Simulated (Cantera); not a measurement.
An isothermal, constant-pressure homogeneous reactor starts with CO : O₂ : H₂O : N₂ = 0.013 : 0.067 : 0.093 : 1 (molar parts), equivalence ratio 0.097, at 1298 K and 100000 Pa. Integrator tolerance rtol = 1e-08.

Model: GRI-Mech 3.0 (53 species, 325 reactions), integrated in Cantera.

### Question
What does this change do: 0.1 parts CH4 added?

### Answer
```csv
quantity,before,after
x(CO) at 100 s,7.24e-9 (gas-phase equilibrium 7.25e-9),0.0283 (gas-phase equilibrium 0.0618)
x(O₂) at 100 s,0.0519 (gas-phase equilibrium 0.0518),<1e-12 (gas-phase equilibrium <1e-12)
x(H₂O) at 100 s,0.0797 (gas-phase equilibrium 0.0797),0.104 (gas-phase equilibrium 0.0718)
x(H₂) at 100 s,2.95e-8 (gas-phase equilibrium 2.95e-8),0.0687 (gas-phase equilibrium 0.137)
x(NO) at 100 s,6.04e-8 (gas-phase equilibrium 0.000203),2.40e-12 (gas-phase equilibrium 3.61e-11)
x(NO₂) at 100 s,3.27e-10 (gas-phase equilibrium 1.10e-6),<1e-12 (gas-phase equilibrium <1e-12)
x(CO₂) at 100 s,0.0111 (gas-phase equilibrium 0.0111),0.0237 (gas-phase equilibrium 0.0185)
```
The temperature is held fixed by assumption; the heat of reaction is taken as removed at once.
